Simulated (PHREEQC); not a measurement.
# Hard or scaling water: an equilibrium model

Make-up at 20 °C: 0.22 mmol/kgw Ca(HCO3)2, 4.4 mmol/kgw NaF and 0.00038 mmol/kgw H4SiO4. Closed to the air; pH follows from the charge balance.

All values are PHREEQC results (ion-association model, phreeqc.dat), not measurements.

```
Item                            Value
--------------------  ---------------
pH                               8.22
ionic strength        0.00505 mol/kgw
specific conductance        425 µS/cm
total alkalinity         0.440 meq/kg
```

| species | molality | activity | log γ |
|---|---|---|---|
| F- | 0.00439 | 0.00407 | -0.033 |
| Na+ | 0.00439 | 0.00407 | -0.032 |
| HCO3- | 0.000428 | 0.000398 | -0.032 |
| Ca+2 | 0.000218 | 0.000163 | -0.128 |
| NaF | 9.52e-6 | 9.53e-6 | 0.001 |
| CO2 | 5.78e-6 | 5.79e-6 | 0.001 |

No solid was allowed to form. Saturation is exceeded, for instance for Fluorite; the values hold only as long as no solid forms. Species that the database lacks are ignored. SiF6-2 is the database's only silicon fluoride.
